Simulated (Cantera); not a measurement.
Input (Python, Cantera) and output of one run.

```python
import numpy as np
import cantera as ct

gas_names = """
    Fe FeO Fe(OH)2 H HO2 H2 H2O H2O2 H2S H2SO4 O OH O2 O3 S SH SO SO2 SO3 S2 S2O S8
""".split()
cond_names = """
    Fe(a) Fe(c) Fe(d) Fe(L) FeO(s) FeO(L) Fe(OH)2(s) Fe(OH)3(s) FeS(a) FeS(b) FeS(c) FeS(L) FeSO4(s)
    FeS2(s) Fe2O3(s) Fe2S3O12(s) Fe3O4(s) H2O(s) H2O(L) H2SO4(L) S(cr1) S(cr2) S(L)
""".split()


def load(file, names, dense=False):
    # The tables refer to 1 bar. Condensed volumes are neglected.
    table = {s.name: s for s in ct.Species.list_from_file(file)}
    out = []
    for n in names:
        d = dict(table[n].input_data)
        d["thermo"] = dict(d["thermo"], **{"reference-pressure": 1e5})
        if dense:
            d["equation-of-state"] = {"model": "constant-volume", "density": "1e6 g/cm^3"}
        out.append(ct.Species.from_dict(d))
    return out


gas = ct.Solution(thermo="ideal-gas", species=load("nasa_gas.yaml", gas_names))
cond = {s.name: ct.Solution(thermo="fixed-stoichiometry", species=[s], name=s.name)
        for s in load("nasa_condensed.yaml", cond_names, dense=True)}
atoms = {
    'FeS2': {'Fe': 1, 'S': 2},
    'H2': {'H': 2},
    'H2O': {'H': 2, 'O': 1},
}
top_T = {'FeSO4(s)': 950, 'FeS2(s)': 1010, 'Fe2O3(s)': 1830, 'Fe2S3O12(s)': 1100, 'Fe3O4(s)': 1870}  # K; cautious upper limits of use, not melting points


def equilibrate(T, P, feed):
    n = {}
    for name, mol in feed.items():
        for a, k in atoms[name].items():
            n[a] = n.get(a, 0.0) + k * mol
    gas.TPX = T, P, n
    mass = sum(n.values()) * gas.mean_molecular_weight
    gas.equilibrate("TP")
    valid = [c for c in cond.values() if c.min_temp <= T <= top_T.get(c.name, c.max_temp)]
    mix = ct.Mixture([(gas, mass / gas.mean_molecular_weight)] + [(c, 0.0) for c in valid])
    mix.T, mix.P = T, P
    mix.equilibrate("TP", solver="vcs", rtol=1e-11, max_steps=5000)
    return mix


results = []
feed = {'FeS2': 1, 'H2': 0.39, 'H2O': 9}  # mol
T = 1198.15  # K
P = 12000  # Pa
mix = equilibrate(T, P, feed)
results.append((T, P, feed, dict(zip(mix.species_names, mix.species_moles))))
print(gas.report(threshold=0.0001))
for i in range(1, mix.n_phases):
    print(f"{mix.phase(i).name:16s} {mix.phase_moles(i):12.5e} mol")
```

Output:

```
       temperature   1198.2 K
          pressure   12000 Pa
           density   0.023997 kg/m^3
  mean mol. weight   19.921 kg/kmol
   phase of matter   gas

                          1 kg             1 kmol
                     ---------------   ---------------
          enthalpy       -9.1475e+06       -1.8223e+08  J
   internal energy       -9.6476e+06       -1.9219e+08  J
           entropy             13204        2.6303e+05  J/K
    Gibbs function       -2.4967e+07       -4.9738e+08  J
 heat capacity c_p            2195.5             43736  J/K
 heat capacity c_v            1778.1             35422  J/K

                      mass frac. Y      mole frac. X     chem. pot. / RT
                     ---------------   ---------------   ---------------
                H2          0.004213           0.04163           -23.273
               H2O           0.79056           0.87421           -51.989
               H2S          0.074378          0.043482           -34.971
               SO2          0.072373          0.022507           -69.131
                S2          0.057211          0.017775           -23.396
               S2O        0.00093342        0.00023209           -52.113
     [  +16 minor]        0.00032994        0.00016748

Fe(c)             0.00000e+00 mol
FeO(s)            0.00000e+00 mol
Fe(OH)2(s)        0.00000e+00 mol
Fe(OH)3(s)        0.00000e+00 mol
FeS(c)            9.99999e-01 mol
Fe2O3(s)          0.00000e+00 mol
Fe3O4(s)          0.00000e+00 mol
S(L)              0.00000e+00 mol
```

Equilibrium computed with Cantera from the NASA thermochemical tables; the gas is ideal and each condensed phase is pure. FeS: taken at fixed stoichiometry. Gases not in the tables: S3 to S7.
